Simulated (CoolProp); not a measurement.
Vapour-liquid equilibrium of ethylene (1) + carbon dioxide (2) at 2030 kPa; x and y are mole fractions of (1).

The numbers come from the multi-fluid Helmholtz-energy mixture model, Smukala 2000 and Span 1996; pair parameters Bell 2016 in CoolProp.

```tsv
x	bubble temperature, mixture model (°C)	bubble temperature, Raoult's law (°C)	y, mixture model	y, Raoult's law
0.05	-20.9	-19.5	0.090	0.063
0.125	-23.2	-20.2	0.199	0.155
0.2	-24.9	-20.8	0.287	0.244
0.275	-26.2	-21.5	0.360	0.329
0.35	-27.2	-22.2	0.426	0.412
0.425	-28.0	-22.9	0.487	0.491
0.5	-28.6	-23.6	0.545	0.567
0.575	-29.0	-24.3	0.604	0.640
0.65	-29.3	-25.0	0.664	0.710
0.725	-29.4	-25.7	0.727	0.777
0.8	-29.3	-26.4	0.794	0.842
0.875	-29.1	-27.1	0.865	0.903
0.95	-28.7	-27.8	0.944	0.962
```

The largest gap from Raoult's law is -5.1 K in bubble temperature, at x = 0.425. y crosses x between x = 0.725 and 0.8: the model has an azeotrope there.

Pair parameters are fitted to limited data, so mixtures are less certain than the pure fluids.
